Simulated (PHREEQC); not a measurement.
Consider water at 30 °C with 1.2 mol/kgw H2SO4, 0.26 mol/kgw KCl and 0.79 mol/kgw NaCl. Closed to the air; pH follows from the charge balance.

All values are PHREEQC results (Pitzer model, pitzer.dat), not measurements.

This is a speciation only: nothing precipitates in the calculation.

Task: What pH, osmotic coefficient does the model give?

Result: pH -0.37; osmotic coefficient 1.091.

Task: In which forms is S present?

Result: HSO4- 82 %, SO4-2 18 % of the S.

Species that the database lacks are ignored. In brines, pH and single-ion activities rest on the MacInnes convention.
